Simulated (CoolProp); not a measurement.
Vapour-liquid equilibrium of propane (1) + isobutane (2) at 56.9 kPa; x and y are mole fractions of (1).

The numbers come from the multi-fluid Helmholtz-energy mixture model, Lemmon 2009 and Bücker 2006; pair parameters Kunz 2012 in CoolProp.

Question: Give the bubble temperature and the first vapour's composition at x = 0.05, 0.35, 0.5. Is there an azeotrope?

Answer: x = 0.05: -28.3 °C, y = 0.154; x = 0.35: -40.0 °C, y = 0.663; x = 0.5: -44.2 °C, y = 0.791. No azeotrope shows between x = 0.05 and 0.95.

Pair parameters are fitted to limited data, so mixtures are less certain than the pure fluids.
